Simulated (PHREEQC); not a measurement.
A solution holds 16 mmol/kgw HF, 0.048 mmol/kgw KF, 0.00067 mmol/kgw H4SiO4 and 1 mmol/kgw HCl, at 25 °C. Closed to the air; pH follows from the charge balance.

All values are PHREEQC results (ion-association model, phreeqc.dat), not measurements.

Each row changes one thing in this solution. Precipitation was switched off in this run.

```
case                                            pH  ionic strength (mol/kgw)  HF (mol/kgw)  F- (mol/kgw)  HF2- (mol/kgw)  SI of Quartz (SiO2)
--------------------------------------------  ----  ------------------------  ------------  ------------  --------------  -------------------
as made                                       2.45                   0.00379        0.0131       0.00266        0.000134                -7.05
temperature from 25 to 15 °C                  2.42                         …        0.0129             …        0.000131                -7.66
diluted 5-fold with water                     2.89                   0.00134             …       0.00113         8.92e-6                -3.82
KF replaced by (CH3)4NF at the same molality  2.45                   0.00379        0.0131       0.00266        0.000134                -7.05
HCl left out                                  2.53                   0.00319        0.0127       0.00304        0.000148                -7.10
```

### Question
Complete the blanks.

### Answer

- temperature from 25 to 15 °C, ionic strength (mol/kgw): 0.00405
- temperature from 25 to 15 °C, F- (mol/kgw): 0.00292
- diluted 5-fold with water, HF (mol/kgw): 0.00206

SiF6-2 is the database's only silicon fluoride.
